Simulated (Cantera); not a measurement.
Mixture: 31.6 % H2, 14.4 % O2, 54.0 % N2, equivalence ratio 1.1, at 0.533 atm, adiabatic and at constant volume. Ignition delay is the time to a rise of 400 K.

Model: GRI-Mech 3.0 (53 species, 325 reactions), integrated in Cantera. Where the delays flatten at high temperature, the 400 K rule measures the pace of heat release, not the induction time.

Question: Predict: delay at 973 K; delay at 1123 K; delay at 1273 K; delay at 1423 K; delay at 1573 K.

Answer: 
| Item | Value |
|---|---|
| delay at 973 K | 0.500 ms |
| delay at 1123 K | 0.127 ms |
| delay at 1273 K | 60.0 µs |
| delay at 1423 K | 38.0 µs |
| delay at 1573 K | 30.7 µs |
